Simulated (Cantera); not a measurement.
Input: 1 mol Cu, 0.71 mol NH₃, 1.6 mol H₂, held at 6.70 mbar.

These are equilibrium values from Cantera (NASA tables, ideal gas, pure condensed phases), not measurements of a reactor. Candidate condensed phases: Cu; 11 gas species. Kinetics and transport are ignored.

Which condensed phases are stable at each of these points (T (°C)): 375, 475, 575, 675, 775, 875, 975, 1075, 1175, 1275, 1375?


```
T (°C)  condensed phases  Cu condensed (%)
------  ----------------  ----------------
375                Cu(s)             100.0
475                Cu(s)             100.0
575                Cu(s)             100.0
675                Cu(s)             100.0
775                Cu(s)             100.0
875                Cu(s)             100.0
975                Cu(s)             100.0
1075               Cu(s)             100.0
1175               Cu(l)              99.9
1275               Cu(l)              99.2
1375               Cu(l)              96.4
```

From 375 °C to 1075 °C the condensed part is Cu(s). From 1175 °C to 1375 °C the condensed part is Cu(l).
